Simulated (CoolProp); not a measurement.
Vapour-liquid equilibrium of R22 (1) + methanol (2) at 267.1 K; x and y are mole fractions of (1).

Values from CoolProp's multi-fluid Helmholtz-energy mixture model, Kamei 1995 and de Reuck 1993; pair parameters Bell 2016.

```
x     bubble pressure, mixture model (kPa)  bubble pressure, Raoult's law (kPa)  y, mixture model  y, Raoult's law
----  ------------------------------------  -----------------------------------  ----------------  ---------------
0.05                                 38.22                                22.96             0.931            0.886
0.15                                 100.1                                63.38             0.975            0.963
0.25                                     ?                                103.8                 ?            0.980
0.35                                 195.2                                144.2             0.989            0.988
0.45                                     ?                                184.7             0.991            0.992
0.55                                     ?                                225.1             0.993            0.995
0.65                                 293.2                                265.5             0.994            0.996
0.75                                 321.5                                305.9             0.996            0.998
0.85                                 351.4                                346.4             0.997            0.999
0.95                                 386.3                                386.8             0.999            1.000
```

### Question
Some entries are withheld; supply them.

### Answer

- 0.25, bubble pressure, mixture model (kPa): 151.8
- 0.25, y, mixture model: 0.985
- 0.45, bubble pressure, mixture model (kPa): 232.1
- 0.55, bubble pressure, mixture model (kPa): 264.1

The largest gap from Raoult's law is +66.5 % in bubble pressure, at x = 0.05. No azeotrope shows between x = 0.05 and 0.95.

The pair parameters rest on a limited set of measurements; away from them the model extrapolates. With so large a gap from Raoult's law the liquid may split in two, which this calculation doesn't test in full.
